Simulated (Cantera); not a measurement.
An isothermal, constant-pressure homogeneous reactor starts with NO : N2 = 1 : 0.59 (molar parts), at 1623 K and 1.97 atm.

Computed with Cantera and GRI-Mech 3.0 (53 species, 325 reactions).

x: mole fraction; the columns are a selection and need not sum to one.

| t (s) | x NO | x N2O | x N2 | x O | x NO2 |
|---|---|---|---|---|---|
| 2.00e-5 | 0.629 | ? | 0.371 | 7.35e-8 | 5.58e-7 |
| 7.96e-5 | 0.629 | ? | 0.371 | 7.78e-8 | 2.45e-6 |
| 0.000317 | 0.629 | ? | 0.371 | 9.54e-8 | 1.02e-5 |
| 0.00126 | 0.629 | ? | 0.371 | 1.68e-7 | 4.38e-5 |
| 0.00502 | 0.629 | ? | 0.371 | 4.68e-7 | 0.000197 |
| 0.0200 | 0.627 | 0.000151 | 0.372 | 9.86e-7 | 0.000491 |
| 0.0796 | 0.624 | 0.000152 | 0.374 | 1.17e-6 | 0.000592 |
| 0.317 | 0.609 | 0.000145 | 0.381 | 1.64e-6 | 0.000824 |
| 1.26 | 0.557 | ? | 0.407 | 2.71e-6 | 0.00127 |
| 5.02 | 0.415 | ? | 0.478 | 4.49e-6 | 0.00159 |
| 20.0 | 0.201 | ? | 0.585 | 6.28e-6 | 0.00109 |

Question: What belongs in the gaps?

Answer: 
- 2.00e-5, x N2O: 6.29e-7
- 7.96e-5, x N2O: 2.49e-6
- 0.000317, x N2O: 9.68e-6
- 0.00126, x N2O: 3.51e-5
- 0.00502, x N2O: 9.91e-5
- 1.26, x N2O: 0.000120
- 5.02, x N2O: 6.61e-5
- 20.0, x N2O: 1.56e-5
